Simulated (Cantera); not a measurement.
Feed: 1 mol TiO2, 2.4 mol HCl, at 1723 K.

Cantera equilibrium calculation (NASA polynomials, part measured and part estimated; ideal gas, pure solids and liquids). Candidate condensed phases: H2O, Ti, TiCl2, TiCl3, TiCl4, TiO, TiO2, Ti2O3, Ti3O5, Ti4O7; 23 gas species. Gases not in the tables: TiO(OH)2. The numbers say what is thermodynamically allowed, not how fast it happens.

x: gas mole fraction; n: condensed amount in mol.

```csv
P (Pa),x HCl,x H2O,x Cl,x TiCl4,n TiO2(rutile)
1000,0.971,0.00339,0.0159,0.000809,0.996
2400,0.976,0.00418,0.0119,0.00130,0.995
5600,0.979,0.00525,0.00897,0.00195,0.994
13000,0.980,___,___,___,0.992
32000,0.979,0.00881,0.00496,0.00397,0.989
75000,0.977,___,___,___,0.986
180000,0.973,0.0152,0.00266,0.00733,0.982
420000,0.967,0.0199,0.00193,0.00973,0.976
1000000,0.958,0.0261,0.00136,0.0129,0.969
```

Q: Fill in the missing entries.

A: 
- 75000, x H2O: 0.0115
- 75000, x Cl: 0.00367
- 75000, x TiCl4: 0.00541
- 13000, x H2O: 0.00669
- 13000, x Cl: 0.00676
- 13000, x TiCl4: 0.00280
